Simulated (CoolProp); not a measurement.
Vapour-liquid equilibrium of C2F6 (R116) (1) + R143a (2) at -13.65 °C; x and y are mole fractions of (1).

Model: multi-fluid Helmholtz-energy mixture model, Lemmon 2006 and Lemmon and Jacobsen 2000; pair parameters Bell 2016, in CoolProp.

| x | bubble pressure (bar) | y at the bubble point | dew pressure at overall composition x (bar) | liquid density (mol/L) |
|---|---|---|---|---|
| 0.05 | 5.030 | 0.226 | 4.155 | 12.48 |
| 0.125 | 6.422 | 0.414 | [?] | 12.13 |
| 0.2 | 7.570 | [?] | 4.879 | 11.79 |
| 0.275 | 8.511 | 0.593 | 5.335 | 11.46 |
| 0.35 | 9.283 | 0.644 | 5.876 | 11.13 |
| 0.425 | 9.924 | 0.685 | 6.526 | 10.82 |
| 0.5 | 10.47 | 0.719 | 7.311 | 10.51 |
| 0.575 | 10.94 | 0.751 | [?] | 10.22 |
| 0.65 | 11.37 | 0.783 | 9.375 | 9.955 |
| 0.725 | 11.75 | 0.817 | [?] | 9.708 |
| 0.8 | 12.10 | 0.855 | 11.57 | 9.489 |
| 0.875 | 12.38 | 0.900 | 12.24 | [?] |
| 0.95 | 12.58 | 0.955 | 12.57 | 9.145 |

Problem. Some entries are withheld; supply them.

Solution. 
- 0.125, dew pressure at overall composition x (bar): 4.490
- 0.2, y at the bubble point: 0.522
- 0.575, dew pressure at overall composition x (bar): 8.261
- 0.725, dew pressure at overall composition x (bar): 10.56
- 0.875, liquid density (mol/L): 9.300

No azeotrope shows between x = 0.05 and 0.95.

Pair parameters are fitted to limited data, so mixtures are less certain than the pure fluids.
